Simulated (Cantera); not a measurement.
A freely propagating, adiabatic, planar premixed flame of CH4 : O2 : N2 = 1 : 1.43 : 6.14 (molar parts), equivalence ratio 1.4, unburnt at 425 K and 1.00 atm; mixture-averaged transport, grid criteria slope 0.08 and curve 0.16, no radiation.

Cantera simulation using GRI-Mech 3.0 (53 species, 325 reactions); the numbers are that mechanism's predictions, not measurements. Burning velocities carry a grid error of a few per cent, more on coarse grids.

x: mole fraction of selected species; z is measured from the peak of heat release.

```csv
z (mm),T (K),u (m/s),x CH4,x O2,x OH,x CO,x CO2,x C2H
-3.16,426,0.194,0.116,0.166,<1e-8,2.37e-5,1.62e-6,<1e-8
-2.10,433,0.198,0.115,0.165,<1e-8,0.000161,1.44e-5,<1e-8
-1.58,457,0.210,0.113,0.163,<1e-8,…,…,<1e-8
-1.05,585,0.273,0.103,0.152,2.11e-8,0.00461,0.000858,<1e-8
-0.526,1035,0.493,0.0682,0.109,1.82e-6,0.0234,0.00644,<1e-8
-0.263,1398,0.673,0.0384,0.0681,2.68e-5,0.0426,0.0136,<1e-8
0,1728,0.839,0.0115,0.0258,0.000215,0.0622,0.0236,2.21e-7
0.263,1876,0.912,…,…,0.000434,0.0688,…,…
0.526,1919,0.932,0.000801,0.00146,0.000422,0.0687,0.0362,4.10e-7
1.05,1940,0.941,0.000267,0.000132,0.000294,0.0674,0.0397,1.63e-7
2.10,1948,0.945,0.000121,5.83e-6,0.000178,0.0667,0.0413,5.10e-8
4.21,1951,0.946,7.06e-5,8.68e-7,0.000113,0.0667,0.0417,1.58e-8
8.41,1952,0.947,3.94e-5,4.04e-7,8.13e-5,0.0669,0.0416,<1e-8
```

Question: Complete the blanks.

Answer: 
- -1.58, x CO: 0.000733
- -1.58, x CO2: 8.85e-5
- 0.263, x CH4: 0.00242
- 0.263, x O2: 0.00620
- 0.263, x CO2: 0.0317
- 0.263, x C2H: 5.82e-7
